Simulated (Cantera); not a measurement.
A closed system holds: 1 mol Ti(OiPr)4, 2.2 mol O2, 41 mol H2, 9.6 mol CH4, held at 1273.15 K and 68.0 mbar.

Cantera equilibrium calculation (NASA polynomials, part measured and part estimated; ideal gas, pure solids and liquids). Candidate condensed phases: C, C6H6, C7H8, C8H18, H2O, Ti, TiC, TiO, TiO2, Ti2O3, Ti3O5, Ti4O7; 113 gas species. The feed counts by its element totals alone. Mutual solubility and eutectic melting of coexisting phases are not modelled. TiC: taken at fixed stoichiometry. Rates play no part.

Base state: H2 0.906, CO 0.0938, CH4 0.000523, H2O 6.86e-5 (mole fractions); condensed: C(graphite) + TiC(s) + Ti3O5(s).

**Question.** What changes in the equilibrium state with this change: temperature from 1273.15 K to 1748.15 K?

**Answer.** 
```
species             before     after
----------------  --------  --------
H2                   0.906     0.897
CO                  0.0938     0.102
H                  2.61e-6  0.000831
C2H2 (acetylene)   3.37e-7  0.000101
H2O                6.86e-5   2.31e-6
CH4               0.000523   5.03e-5
C(graphite), mol      13.3      12.2
TiC(s), mol          0.568      1.00
Ti3O5(s), mol        0.144         0
```

**Question.** What changes in the equilibrium state with this change: pressure from 68.0 mbar to 0.133 bar?

**Answer.** 
```
species             before     after
----------------  --------  --------
H2                   0.906     0.916
CO                  0.0938    0.0832
CH4               0.000523   0.00105
H2O                6.86e-5  0.000121
C(graphite), mol      13.3      14.8
TiC(s), mol          0.568         0
Ti3O5(s), mol        0.144     0.333
```
